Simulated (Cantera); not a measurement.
Feed: 1 mol Pb, 0.13 mol O₂, 56 mol H₂, equilibrated at 13.3 mbar.

Cantera equilibrium calculation (NASA polynomials, part measured and part estimated; ideal gas, pure solids and liquids). Candidate condensed phases: H₂O, Pb, PbO, PbO₂, Pb₃O₄; 12 gas species. Kinetics and transport are ignored.

Task: At 1175 K, list the 3 most abundant gas species with their mole fractions, and the condensed phases.

Result: H₂ 0.978, Pb 0.0175, H₂O 0.00456. Condensed: gas only.
